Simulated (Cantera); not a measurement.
An isothermal plug-flow reactor at 550 K and 2.57 atm (inlet), inlet velocity 0.68 m/s, active area per volume 100 1/m; feed H2 : O2 : N2 = 0.0023 : 0.034 : 0.79 (molar parts), equivalence ratio 0.034.

Detailed kinetics in Cantera: Deutschmann's 1995 Pt surface mechanism with GRI-Mech 3.0 gas chemistry. Catalytic surfaces can have several steady states; this one follows from the mechanism file's or the stated starting coverage. Mass transfer to the wall is taken as infinitely fast.

### Question
What does this change do: inlet velocity 0.68 to 0.38 m/s?

### Answer
```csv
quantity,before,after
x(H2) at z = 0.014 m,0.000383,0.000227
x(O2) at z = 0.014 m,0.0400,0.0399
x(H2O) at z = 0.014 m,0.00240,0.00256
θ(free Pt) at the exit,0.0149,0.00885
θ(O*) at the exit,0.978,0.986
θ(OH*) at the exit,0.00695,0.00548
```
